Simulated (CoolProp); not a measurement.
Vapour-liquid equilibrium of toluene (1) + ethylbenzene (2) at 278.2 K; x and y are mole fractions of (1).

Computed with CoolProp (multi-fluid Helmholtz-energy mixture model, Lemmon 2006 and Zhou 2012; pair parameters Bell 2016).

```csv
x,bubble pressure (kPa),y at the bubble point,dew pressure at overall composition x (kPa),liquid density (mol/L)
0.05,0.4156,0.154,0.3835,8.344
0.125,0.4804,0.324,0.4061,8.430
0.2,0.5424,0.451,0.4314,8.518
0.275,0.6030,0.550,0.4598,8.607
0.35,0.6633,0.632,0.4919,8.698
0.425,0.7244,0.702,0.5286,8.792
0.5,0.7867,0.762,0.5709,8.886
0.575,0.8508,0.814,0.6200,8.983
0.65,0.9167,0.859,0.6778,9.081
0.725,0.9845,0.898,0.7473,9.180
0.8,1.054,0.932,0.8330,9.281
0.875,1.124,0.961,0.9430,9.384
0.95,1.194,0.986,1.095,9.488
```

No azeotrope shows between x = 0.05 and 0.95.

Pair parameters are fitted to limited data, so mixtures are less certain than the pure fluids. The gap from Raoult's law changes sign with composition, which may be real or a fault of the pair parameters; it wasn't checked against measurements.
